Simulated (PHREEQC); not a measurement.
Consider water at 25 °C with 3 mmol/kgw CuSO4, 47 mmol/kgw HNO3 and 0.042 mmol/kgw Na2SO4. Closed to the air; pH follows from the charge balance.

All values are PHREEQC results (ion-association model, wateq4f.dat), not measurements.

The pH is 1.42. The ionic strength is 0.0547 mol/kgw and the total alkalinity is -47.0 meq/kg.

| species | molality | activity | log γ |
|---|---|---|---|
| NO3- | 0.0470 | 0.0376 | -0.097 |
| H+ | 0.0450 | 0.0383 | -0.071 |
| Cu+2 | 0.00288 | 0.00136 | -0.327 |
| HSO4- | 0.00197 | 0.00160 | -0.089 |
| SO4-2 | 0.000958 | 0.000431 | -0.347 |
| CuSO4 | 0.000118 | 0.000120 | 0.005 |
| Na+ | 8.38e-5 | 6.86e-5 | -0.087 |
| NaSO4- | 1.80e-7 | 1.48e-7 | -0.084 |

This is a speciation only: nothing precipitates in the calculation. Complexes and solids missing from the database can't appear.
